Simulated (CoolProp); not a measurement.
Properties of dodecamethylcyclohexasiloxane (D6) along the isobar 1.34 MPa (Tc = 645.8 K, pc = 0.9614 MPa, ω = 0.736).

Model: reference Helmholtz-energy equation of state, Colonna 2008, in CoolProp. It is a short technical equation, of lower accuracy than the large ones.

```json
[
 {"T (K)": "548.3", "phase": "liquid", "density (kg/m³)": "674.6", "cp (kJ/(kg K))": "2.079", "cv (kJ/(kg K))": "1.869", "Joule-Thomson coefficient (K/MPa)": "0.1634", "isothermal compressibility (1/MPa)": "0.01945"},
 {"T (K)": "555.5", "phase": "liquid", "density (kg/m³)": "663.5", "cp (kJ/(kg K))": "2.096", "cv (kJ/(kg K))": "1.880", "Joule-Thomson coefficient (K/MPa)": "0.2217", "isothermal compressibility (1/MPa)": "0.02157"},
 {"T (K)": "562.7", "phase": "liquid", "density (kg/m³)": "652.0", "cp (kJ/(kg K))": "…", "cv (kJ/(kg K))": "1.892", "Joule-Thomson coefficient (K/MPa)": "0.2887", "isothermal compressibility (1/MPa)": "0.02407"},
 {"T (K)": "569.8", "phase": "liquid", "density (kg/m³)": "640.3", "cp (kJ/(kg K))": "…", "cv (kJ/(kg K))": "1.903", "Joule-Thomson coefficient (K/MPa)": "0.3654", "isothermal compressibility (1/MPa)": "0.02701"},
 {"T (K)": "577", "phase": "liquid", "density (kg/m³)": "…", "cp (kJ/(kg K))": "2.149", "cv (kJ/(kg K))": "1.914", "Joule-Thomson coefficient (K/MPa)": "0.4564", "isothermal compressibility (1/MPa)": "0.03059"},
 {"T (K)": "584.2", "phase": "liquid", "density (kg/m³)": "615.0", "cp (kJ/(kg K))": "2.169", "cv (kJ/(kg K))": "1.924", "Joule-Thomson coefficient (K/MPa)": "0.5643", "isothermal compressibility (1/MPa)": "…"},
 {"T (K)": "591.3", "phase": "liquid", "density (kg/m³)": "601.5", "cp (kJ/(kg K))": "2.190", "cv (kJ/(kg K))": "1.935", "Joule-Thomson coefficient (K/MPa)": "0.6915", "isothermal compressibility (1/MPa)": "0.04033"},
 {"T (K)": "598.5", "phase": "liquid", "density (kg/m³)": "587.1", "cp (kJ/(kg K))": "…", "cv (kJ/(kg K))": "1.946", "Joule-Thomson coefficient (K/MPa)": "0.8481", "isothermal compressibility (1/MPa)": "0.04716"},
 {"T (K)": "605.7", "phase": "liquid", "density (kg/m³)": "571.8", "cp (kJ/(kg K))": "2.237", "cv (kJ/(kg K))": "1.957", "Joule-Thomson coefficient (K/MPa)": "1.041", "isothermal compressibility (1/MPa)": "0.05593"},
 {"T (K)": "612.8", "phase": "liquid", "density (kg/m³)": "555.6", "cp (kJ/(kg K))": "2.264", "cv (kJ/(kg K))": "1.967", "Joule-Thomson coefficient (K/MPa)": "1.280", "isothermal compressibility (1/MPa)": "0.06727"},
 {"T (K)": "620", "phase": "liquid", "density (kg/m³)": "537.9", "cp (kJ/(kg K))": "2.296", "cv (kJ/(kg K))": "…", "Joule-Thomson coefficient (K/MPa)": "1.590", "isothermal compressibility (1/MPa)": "0.08280"}
]
```

What belongs in the gaps?


- 562.7, cp (kJ/(kg K)): 2.113
- 569.8, cp (kJ/(kg K)): 2.130
- 577, density (kg/m³): 627.9
- 584.2, isothermal compressibility (1/MPa): 0.03498
- 598.5, cp (kJ/(kg K)): 2.212
- 620, cv (kJ/(kg K)): 1.978
